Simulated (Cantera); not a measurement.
A closed system holds: 1 mol SiH2Cl2, 23 mol NH3, equilibrated at 0.900 Torr.

Method: chemical equilibrium by Gibbs-energy minimisation in Cantera with the NASA 1993 tables (ideal gas, pure condensed phases). Candidate condensed phases: NH4Cl, Si, Si3N4; 28 gas species. Gases not in the tables: Si2H6 and higher silanes. Kinetics and transport are ignored.

### Question
What share of the Si ends up in condensed phases as a function of T (K), at 873, 973, 1073, 1173, 1273, 1373, 1473, 1573, 1673, 1773?

### Answer
```
T (K)  Si condensed (%)        as
-----  ----------------  --------
873               100.0  Si3N4(s)
973               100.0  Si3N4(s)
1073              100.0  Si3N4(s)
1173              100.0  Si3N4(s)
1273               99.7  Si3N4(s)
1373               98.4  Si3N4(s)
1473               93.2  Si3N4(s)
1573               80.3  Si3N4(s)
1673               73.8     Si(s)
1773               67.5     Si(l)
```
